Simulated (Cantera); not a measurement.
Input (Python, Cantera) and output of one run.

```python
import numpy as np
import cantera as ct

gas_names = """
    B BH BH2 BH3 BO BO2 B2 B2O B2O2 B2O3 B3O3H3 H HBO HBO2 HO2 H2 H2O H2O2 H3B3O6 O OH O2 O3
""".split()
cond_names = """
    B(b) B(L) B2O3(L) B3O3H3(cr) H2O(s) H2O(L)
""".split()


# ... load() reads the species with a 1 bar reference pressure and builds the phases ...
atoms = {
    'B2O3': {'B': 2, 'O': 3},
    'H2': {'H': 2},
}
top_T = {}  # K; cautious upper limits of use, not melting points


# ... equilibrate(T, P, feed) seeds the gas with the atoms and calls Mixture.equilibrate('TP', solver="vcs", rtol=1e-11, max_steps=5000) ...
results = []
feed = {'B2O3': 1, 'H2': 7.3}  # mol
T = 1875  # K
P = 10000  # Pa
mix = equilibrate(T, P, feed)
results.append((T, P, feed, dict(zip(mix.species_names, mix.species_moles))))
x = sorted(zip(gas.X, gas.species_names), reverse=True)
print(f"T = {T:g} K  P = {P:g} Pa  gas = {mix.phase_moles(0):.4g} mol")
print("   x: " + "  ".join(f"{s} {v:.3e}" for v, s in x if v > 1e-05))
print("   condensed (mol): " + ("  ".join(f"{mix.phase(i).name} {mix.phase_moles(i):.4g}"
      for i in range(1, mix.n_phases) if mix.phase_moles(i) > 1e-12) or "none"))
```

Result:

```
T = 1875 K  P = 10000 Pa  gas = 8.314 mol
   x: H2 8.263e-01  B2O3 6.486e-02  HBO2 5.189e-02  HBO 4.266e-02  B2O2 7.325e-03  H2O 3.514e-03  H 1.884e-03  BO 1.599e-03  BO2 1.118e-05
   condensed (mol): none
```

Cantera equilibrium calculation (NASA polynomials, part measured and part estimated; ideal gas, pure solids and liquids).
